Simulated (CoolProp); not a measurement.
Properties of chloromethane (R40) at several states (Tc = 418.6 K, pc = 6.929 MPa, ω = 0.150).

Model: reference Helmholtz-energy equation of state, Thol 2014, in CoolProp.

```
T (K)  p (MPa)   phase  density (kg/m³)  cp (kJ/(kg K))
-----  -------  ------  ---------------  --------------
265.6     3.33  liquid              [?]           1.571
439.5    0.671     gas              [?]             [?]
478.5    0.781     gas              [?]           1.097
410.1    0.126     gas            1.879          0.9786
```

**Question.** What belongs in the gaps?

**Answer.** 
- 265.6, density (kg/m³): 979.2
- 439.5, density (kg/m³): 9.565
- 439.5, cp (kJ/(kg K)): 1.050
- 478.5, density (kg/m³): 10.18
